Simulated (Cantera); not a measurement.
A Cantera script and its output.

```python
import numpy as np
import cantera as ct

surf = ct.Interface("diamond.yaml", "diamond_100")
gas, bulk = surf.adjacent["gas"], surf.adjacent["diamond"]
k = surf.kinetics_species_index(bulk.species_names[0])
cover = ["c6HH", "c6H*", "c6*H", "c6**", "c6HM", "c6B"]

rows, drift = [], 0.0
print(f"{'xH':>10s}{'um/h':>11s}" + "".join(f"{s:>11s}" for s in cover))
for v in [0.0001, 0.0002, 0.00039, 0.00076, 0.0015, 0.0029, 0.0058, 0.011, 0.022]:
    T, P, xH, xCH3 = 1125, 11000, v, 2.6e-05
    gas.TPX = T, P, {"H": xH, "CH3": xCH3, "CH4": 0.017, "H2": 1 - xH - xCH3 - 0.017}
    surf.TP = bulk.TP = T, P
    surf.coverages = "c6H*:0.1, c6HH:0.9"
    surf.advance_coverages(100.0)
    before = surf.coverages
    surf.advance_coverages(100.0)
    drift = max(drift, np.max(np.abs(surf.coverages - before) / (surf.coverages + 1e-9)))
    rate = surf.net_production_rates[k] * bulk.mean_molecular_weight / bulk.density * 3.6e9
    rows.append([rate, *surf[cover].coverages])
    print(f"{v:10.4g}{rate:11.4e}" + "".join(f"{x:11.3e}" for x in rows[-1][1:]))
```

Output:

```
        xH       um/h       c6HH       c6H*       c6*H       c6**       c6HM        c6B
    0.0001 1.2318e-01  5.995e-01  2.436e-02  3.646e-01  5.589e-03  3.447e-03  3.342e-10
    0.0002 2.6217e-01  5.514e-01  2.709e-02  4.056e-01  9.374e-03  3.904e-03  7.114e-10
   0.00039 4.9099e-01  5.232e-01  2.863e-02  4.285e-01  1.316e-02  3.974e-03  1.332e-09
   0.00076 8.2717e-01  5.073e-01  2.948e-02  4.411e-01  1.631e-02  3.594e-03  2.245e-09
    0.0015 1.2473e+00  4.988e-01  2.997e-02  4.482e-01  1.852e-02  2.829e-03  3.385e-09
    0.0029 1.6505e+00  4.948e-01  3.026e-02  4.520e-01  1.985e-02  1.970e-03  4.479e-09
    0.0058 1.9898e+00  4.928e-01  3.049e-02  4.542e-01  2.065e-02  1.199e-03  5.400e-09
     0.011 2.2030e+00  4.919e-01  3.069e-02  4.553e-01  2.107e-02  7.033e-04  5.978e-09
     0.022 2.3447e+00  4.914e-01  3.100e-02  4.557e-01  2.136e-02  3.753e-04  6.362e-09
```

Computed with Cantera and the Harris–Goodwin 1993 mechanism for the reconstructed diamond (100) surface.
